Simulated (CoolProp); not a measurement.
Vapour-liquid equilibrium of trans-2-butene (1) + ethanol (2) at 0.991 MPa; x and y are mole fractions of (1).

The numbers come from the multi-fluid Helmholtz-energy mixture model, Lemmon 2005 and Schroeder 2014; pair parameters Bell 2016 in CoolProp.

Problem. Give the bubble temperature and the first vapour's composition at x = 0.25, 0.35, 0.95. Is there an azeotrope?

Solution. x = 0.25: 371.2 K, y = 0.804; x = 0.35: 364.2 K, y = 0.852; x = 0.95: 353.9 K, y = 0.969. No azeotrope shows between x = 0.05 and 0.95.

The pair parameters rest on a limited set of measurements; away from them the model extrapolates. With so large a gap from Raoult's law the liquid may split in two, which this calculation doesn't test in full.
